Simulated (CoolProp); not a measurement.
Values from CoolProp's reference Helmholtz-energy equation of state, Lemmon 2006. It is a short technical equation, of lower accuracy than the large ones.

Question: Give the vapour pressure (kPa), liquid density (kg/m³), surface tension (mN/m), vapour viscosity (µPa s) of saturated toluene at 414.7, 476.9 K.

Answer: 
| T (K) | p (kPa) | liquid density (kg/m³) | surface tension (mN/m) | vapour viscosity (µPa s) |
|---|---|---|---|---|
| 414.7 | 226 | 746 | 14.5 | 9.46 |
| 476.9 | 801 | 671 | 8.31 | 10.9 |

Viscosity comes from a separate model (Avgeri 2015). Surface tension comes from a separate correlation (Mulero 2012).
